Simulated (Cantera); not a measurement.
Input: 1 mol Si3N4, 0.13 mol Si, 0.011 mol N2, equilibrated at 2400 °C and 1300 Pa.

These are equilibrium values from Cantera (NASA tables, ideal gas, pure condensed phases), not measurements of a reactor. Candidate condensed phases: Si, Si3N4; 7 gas species. The tables' values for SiN are old estimates; treat these amounts as uncertain. Kinetics and transport are ignored.

Base state: Si 0.590, N2 0.395, Si2 0.00964, SiN 0.00334, Si2N 0.00128, Si3 0.000755 (mole fractions); condensed: gas only.

What changes in the equilibrium state with this change: 1.1 mol H2O added?


| species | before | after |
|---|---|---|
| N2 | 0.395 | 0.301 |
| Si | 0.590 | 0.295 |
| SiO | 0 | 0.165 |
| H | 0 | 0.138 |
| H2 | 0 | 0.0947 |
| SiH | 0 | 0.00214 |
| SiH2 | 0 | 4.18e-5 |
| Si3 | 0.000755 | 9.43e-5 |
Gases not in the tables: Si2H6 and higher silanes. Further candidate phases: H2O, SiO2, Si2N2O.
